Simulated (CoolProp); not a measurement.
Ethylene along the isotherm -111.35 °C: fugacity coefficient from the reference equation and from simpler models built on Tc = 9.2 °C, pc = 5.042 MPa, ω = 0.087; each cubic takes its own stable root.

The numbers come from the reference Helmholtz-energy equation of state, Smukala 2000 in CoolProp.

```
p (MPa)   phase  reference
-------  ------  ---------
0.97     liquid    0.06591
1.94     liquid    0.03412
2.91     liquid    0.02356
3.88     liquid    0.01829
4.85     liquid    0.01515
5.82     liquid    0.01307
6.79     liquid    0.01160
7.76     liquid    0.01051
8.73     liquid   0.009667
9.7      liquid   0.009006
10.7     liquid   0.008460
11.6     liquid   0.008056
12.6     liquid   0.007684
```

### Question
How far does each simpler model (Soave-Redlich-Kwong, Peng-Robinson) lie from the reference over these 13 states: mean and median of the absolute difference, and the worst?

### Answer
- Soave-Redlich-Kwong: mean 0.4 %, median 0.3 %, worst -0.7 % at -111.35 °C and 0.97 MPa
- Peng-Robinson: mean 1.0 %, median 0.9 %, worst +2.2 % at -111.35 °C and 0.97 MPa
